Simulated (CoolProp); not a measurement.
Vapour-liquid equilibrium of CH2F2 (R32) (1) + R134a (2) at 0.511 MPa; x and y are mole fractions of (1).

Computed with CoolProp (multi-fluid Helmholtz-energy mixture model, Tillner-Roth 1997 and Tillner-Roth 1994; pair parameters Lemmon 2004).

| x | bubble temperature (K) | y at the bubble point | dew temperature at overall composition x (K) | liquid density (mol/L) |
|---|---|---|---|---|
| 0.05 | 287.2 | 0.110 | 288.5 | 12.44 |
| 0.125 | 283.9 | 0.253 | 286.9 | 12.92 |
| 0.2 | 280.9 | 0.374 | 285.1 | 13.42 |
| 0.275 | 278.1 | 0.477 | 283.4 | 13.94 |
| 0.35 | 275.6 | 0.565 | 281.5 | 14.48 |
| 0.425 | 273.2 | 0.642 | 279.5 | 15.06 |
| 0.5 | 271.0 | 0.709 | 277.5 | 15.67 |
| 0.575 | 269.0 | 0.767 | 275.3 | 16.32 |
| 0.65 | 267.1 | 0.820 | 273.0 | 17.03 |
| 0.725 | 265.3 | 0.866 | 270.5 | 17.78 |
| 0.8 | 263.6 | 0.908 | 267.8 | 18.60 |
| 0.875 | 261.9 | 0.946 | 264.9 | 19.49 |
| 0.95 | 260.4 | 0.979 | 261.8 | 20.46 |

No azeotrope shows between x = 0.05 and 0.95.

The pair parameters rest on a limited set of measurements; away from them the model extrapolates.
